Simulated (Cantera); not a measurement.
Input: 1 mol MgO, 0.035 mol N2, at 2923.15 K and 75.0 Torr.

Cantera equilibrium calculation (NASA polynomials, part measured and part estimated; ideal gas, pure solids and liquids). Candidate condensed phases: Mg, MgO; 13 gas species. Equilibrium is a limit: real reactors are often held back by kinetics, nucleation or transport.

Base state: N2 0.369, Mg 0.351, O2 0.118, O 0.0937, MgO 0.0464, NO 0.0222, MgN 1.74e-5, N 1.61e-5 (mole fractions); condensed: MgO(s).

Problem. What changes in the equilibrium state with this change: MgO replaced by ZrN?

Solution. 
```json
[
 {"species": "N2", "before": "0.369", "after": "1.000"},
 {"species": "Zr", "before": "0", "after": "9.92e-5"},
 {"species": "N", "before": "1.61e-5", "after": "2.65e-5"},
 {"species": "Mg", "before": "0.351", "after": "0"},
 {"species": "O2", "before": "0.118", "after": "0"},
 {"species": "O", "before": "0.0937", "after": "0"},
 {"species": "MgO", "before": "0.0464", "after": "0"},
 {"species": "NO", "before": "0.0222", "after": "0"},
 {"species": "MgN", "before": "1.74e-5", "after": "0"},
 {"species": "MgO(s), mol", "before": "0.963", "after": "0"},
 {"species": "ZrN(s), mol", "before": "0", "after": "1.000"}
]
```
ZrN: taken at fixed stoichiometry. Further candidate phases: Zr, ZrN.
